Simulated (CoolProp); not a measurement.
R142b along the isobar 7310 kPa: fugacity coefficient from the reference equation and from simpler models built on Tc = 410.3 K, pc = 4055 kPa, ω = 0.232; each cubic takes its own stable root.

The numbers come from the reference Helmholtz-energy equation of state, Lemmon 2006 in CoolProp. It is a short technical equation, of lower accuracy than the large ones.

| T (K) | phase | reference |
|---|---|---|
| 319.9 | liquid | 0.09533 |
| 325 | liquid | 0.1071 |
| 330 | liquid | 0.1196 |
| 335.1 | liquid | 0.1331 |
| 340.2 | liquid | 0.1475 |
| 345.2 | liquid | 0.1624 |
| 350.3 | liquid | 0.1785 |
| 355.4 | liquid | 0.1953 |
| 360.4 | liquid | 0.2126 |
| 365.5 | liquid | 0.2310 |
| 370.5 | liquid | 0.2497 |

Problem. How far does each simpler model (van der Waals, Redlich-Kwong, Soave-Redlich-Kwong) lie from the reference over these 11 states: mean and median of the absolute difference, and the worst?

Solution. 
- van der Waals: mean 78.3 %, median 74.2 %, worst +127.3 % at 319.9 K and 7310 kPa
- Redlich-Kwong: mean 23.1 %, median 22.7 %, worst +33.4 % at 319.9 K and 7310 kPa
- Soave-Redlich-Kwong: mean 5.0 %, median 5.0 %, worst +5.2 % at 365.5 K and 7310 kPa
